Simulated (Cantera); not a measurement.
Feed: 1 mol TiO2, 0.34 mol C, 11 mol H2, held at 1450 K.

Method: chemical equilibrium by Gibbs-energy minimisation in Cantera with the NASA 1993 tables (ideal gas, pure condensed phases). Candidate condensed phases: C, C6H6, C7H8, C8H18, H2O, Ti, TiC, TiO, TiO2, Ti2O3, Ti3O5, Ti4O7; 113 gas species. Mutual solubility and eutectic melting of coexisting phases are not modelled. Equilibrium is a limit: real reactors are often held back by kinetics, nucleation or transport.

Question: At 68.0 Pa, list the 4 most abundant gas species with their mole fractions, and the condensed phases.

Answer: H2 0.969, CO 0.0300, H 0.000357, H2O 0.000238. Condensed: Ti2O3(s) + Ti3O5(s).
